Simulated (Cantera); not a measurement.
**SiCl₄ + Cl₂ + H₂ + HCl (chlorosilane synthesis and conversion)**

A closed system holds: 1 mol SiCl₄, 0.99 mol Cl₂, 12 mol H₂, 0.55 mol HCl, equilibrated at 690 Torr.

Cantera equilibrium calculation (NASA polynomials, part measured and part estimated; ideal gas, pure solids and liquids). Candidate condensed phases: Si; 19 gas species. The tables' values for SiCl₃ are old estimates; treat these amounts as uncertain. Rates play no part.

| T (K) | x H₂ | x HCl | x SiCl₂ | x SiCl₄ | x SiCl₃ | x SiHCl₃ |
|---|---|---|---|---|---|---|
| 1398 | 0.726 | 0.206 | 0.00715 | 0.0418 | 0.00836 | 0.0103 |
| 1448 | 0.715 | 0.217 | 0.0124 | 0.0343 | 0.0108 | 0.00967 |
| 1498 | 0.703 | 0.229 | 0.0190 | 0.0266 | 0.0126 | 0.00839 |
| 1548 | 0.692 | 0.242 | 0.0262 | 0.0195 | 0.0135 | 0.00682 |
| 1598 | 0.681 | 0.253 | 0.0333 | 0.0136 | 0.0135 | 0.00525 |
| 1648 | 0.672 | 0.262 | 0.0396 | 0.00908 | 0.0128 | 0.00388 |
| 1698 | 0.665 | 0.270 | 0.0448 | 0.00589 | 0.0116 | 0.00279 |
x: gas mole fraction; nothing condenses.

From 1398 K to 1698 K nothing is condensed. The main Si-bearing gas is SiCl₄ at 1398 K and SiCl₂ at 1698 K.
